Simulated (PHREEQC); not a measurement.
Make-up at 31 °C: 8.2 mmol/kgw H3BO3. Closed to the air; pH follows from the charge balance.

Equilibrium calculation in PHREEQC: Pitzer model, pitzer.dat.

This is a speciation only: nothing precipitates in the calculation.

Task: Predict the pH, ionic strength.

Result: pH 5.66; ionic strength 2.18e-6 mol/kgw.
